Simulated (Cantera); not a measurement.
Charge: 1 mol SiCl4, 0.78 mol HCl, 2.9 mol H2, held at 250000 Pa.

Cantera equilibrium calculation (NASA polynomials, part measured and part estimated; ideal gas, pure solids and liquids). Candidate condensed phases: Si; 19 gas species. Rates play no part.

### Question
At 723 K, list the 4 most abundant gas species with their mole fractions, and the condensed phases.

### Answer
H2 0.619, SiCl4 0.213, HCl 0.167, SiHCl3 0.000237. Condensed: gas only.
